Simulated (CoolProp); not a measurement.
A single-stage vapour-compression cycle with R13: evaporating at 237.15 K (dew point), condensing at 274.15 K (bubble point), superheat 0 K, subcooling 0 K, compressor efficiency 0.75, no pressure losses. Each further row changes one setting.

The numbers come from the reference Helmholtz-energy equation of state, Platzer 1990 in CoolProp. This equation is an older, rougher fit; its heat capacities, sound speeds and derivatives of the liquid may be far off and weren't checked against measurements.

| case | cooling COP | pressure ratio | discharge temperature (K) | refrigerating effect (kJ/kg) | volumetric capacity (kJ/m³) |
|---|---|---|---|---|---|
| as stated | 3.48 | 2.92 | 292.1 | 81.9 | 3550 |
| evaporating temperature 242.15 K | 4.23 | 2.48 | 289.3 | 83.3 | [?] |
| condensing temperature 269.15 K | [?] | 2.57 | 285.1 | 88.0 | 3810 |
| subcooling 5 K | 3.75 | 2.92 | 292.1 | [?] | [?] |
| superheat 10 K | 3.51 | 2.92 | 302.3 | [?] | 3590 |
| compressor efficiency 0.65 | 3.02 | 2.92 | [?] | 81.9 | 3550 |

Task: Complete the blanks.

Result: 
- evaporating temperature 242.15 K, volumetric capacity (kJ/m³): 4260
- condensing temperature 269.15 K, cooling COP: 4.26
- subcooling 5 K, refrigerating effect (kJ/kg): 88.2
- subcooling 5 K, volumetric capacity (kJ/m³): 3820
- superheat 10 K, refrigerating effect (kJ/kg): 88.7
- compressor efficiency 0.65, discharge temperature (K): 296.3
